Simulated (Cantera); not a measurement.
## Thermodynamics of aluminium and copper etching, feed Cu + F₂ + H₂

Input: 1 mol Cu, 1.2 mol F₂, 0.62 mol H₂, at 0.0690 Torr.

Method: chemical equilibrium by Gibbs-energy minimisation in Cantera with the NASA 1993 tables (ideal gas, pure condensed phases). Candidate condensed phases: Cu, CuF₂; 15 gas species. Rates play no part.

```csv
T (K),x HF,x CuF,x CuF₂,x F,x Cu,x H₂F₂,x H,n Cu(s),n CuF₂(s)
750,1.000,7.00e-6,4.33e-6,<1e-12,<1e-12,1.18e-8,<1e-12,0.420,0.580
800,1.000,8.50e-5,5.87e-5,2.30e-12,7.32e-12,8.76e-9,<1e-12,0.420,0.580
850,0.999,0.000763,0.000577,4.92e-11,1.41e-10,6.73e-9,<1e-12,0.420,0.579
900,0.990,0.00532,0.00435,7.48e-10,1.96e-9,5.25e-9,<1e-12,0.417,0.571
950,0.944,0.0300,0.0262,8.50e-9,2.05e-8,3.88e-9,<1e-12,0.400,0.526
1000,0.728,0.141,0.130,7.56e-8,1.70e-7,1.92e-9,<1e-12,0.300,0.238
1050,0.586,0.281,0.134,2.68e-7,1.14e-6,1.05e-9,<1e-12,0.123,0
1100,0.554,0.375,0.0714,6.18e-7,6.35e-6,8.10e-10,3.51e-12,0,0
1150,0.554,0.375,0.0714,3.06e-6,1.01e-5,7.07e-10,1.12e-11,0,0
1200,0.554,0.375,0.0714,1.33e-5,1.55e-5,6.26e-10,3.25e-11,0,0
1250,0.554,0.375,0.0714,5.12e-5,2.30e-5,5.59e-10,8.67e-11,0,0
1300,0.553,0.375,0.0713,0.000178,3.32e-5,5.05e-10,2.15e-10,0,0
1350,0.553,0.375,0.0709,0.000561,4.68e-5,4.59e-10,5.03e-10,0,0
1400,0.553,0.376,0.0698,0.00161,6.53e-5,4.20e-10,1.12e-9,0,0
```
x: gas mole fraction; n: condensed amount in mol.

From 750 K to 1000 K the condensed part is Cu(s) + CuF₂(s). At 1050 K the condensed part is Cu(s). From 1100 K to 1400 K nothing is condensed. The main Cu-bearing gas is CuF throughout.
